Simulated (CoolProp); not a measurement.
Vapour-liquid equilibrium of R22 (1) + R152A (2) at 49.65 °C; x and y are mole fractions of (1).

Computed with CoolProp (multi-fluid Helmholtz-energy mixture model, Kamei 1995 and Outcalt 1996; pair parameters Bell 2016).

Problem. Give the bubble pressure and the first vapour's composition at x = 0.35, 0.575, 0.95. Is there an azeotrope?

Solution. x = 0.35: 13.75 bar, y = 0.428; x = 0.575: 15.38 bar, y = 0.660; x = 0.95: 18.76 bar, y = 0.967. No azeotrope shows between x = 0.05 and 0.95.

Pair parameters are fitted to limited data, so mixtures are less certain than the pure fluids.
